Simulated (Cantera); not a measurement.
# Premixed flame

A freely propagating, adiabatic, planar premixed flame of 7.04 % C2H4, 16.3 % O2, 74.6 % N2, 2.11 % H2O, equivalence ratio 1.3, unburnt at 550 K and 2.66 atm; multicomponent+Soret transport, grid criteria slope 0.08 and curve 0.16, no radiation.

Model: GRI-Mech 3.0 (53 species, 325 reactions), integrated in Cantera. GRI-Mech 3.0 was tuned for natural gas; its chemistry of ethylene as a main component is partial and can be far from experiment. Burning velocities carry a grid error of a few per cent, more on coarse grids.

```csv
z (mm),T (K),u (m/s),x C2H4,x O2,x H2O,x H,x CO2,x HO2
-0.328,550,1.42,0.0703,0.162,0.0211,<1e-8,9.42e-8,2.22e-7
-0.219,551,1.42,0.0703,0.162,0.0212,<1e-8,1.14e-6,2.00e-6
-0.164,554,1.44,0.0701,0.162,0.0214,<1e-8,8.88e-6,1.16e-5
-0.109,578,1.50,0.0695,0.160,0.0233,<1e-8,8.91e-5,8.27e-5
-0.0547,852,2.25,0.0592,0.137,0.0415,2.13e-5,0.00208,0.000774
-0.0274,1240,3.34,0.0377,0.101,0.0672,0.000497,0.00698,0.000828
0,1624,4.46,0.0135,0.0607,0.0941,0.00226,0.0152,0.000313
0.0274,1873,5.19,0.00222,0.0321,0.112,0.00500,0.0251,6.02e-5
0.0547,1989,5.52,0.000167,0.0165,0.120,0.00759,0.0352,1.52e-5
0.109,2056,5.67,3.20e-7,0.00610,0.122,0.00987,0.0502,4.41e-6
0.219,2104,5.77,<1e-8,0.00287,0.120,0.00929,0.0605,2.23e-6
0.438,2152,5.88,<1e-8,0.00168,0.122,0.00702,0.0633,1.30e-6
0.875,2194,5.98,<1e-8,0.000845,0.125,0.00463,0.0641,6.45e-7
```
x: mole fraction of selected species; z is measured from the peak of heat release.

```json
{
 "laminar_burning_velocity": "142 cm/s",
 "thermal_thickness": "0.109 mm",
 "peak x(H)": "0.0100",
 "peak x(HO2)": "0.000900",
 "grid_points": "148"
}
```
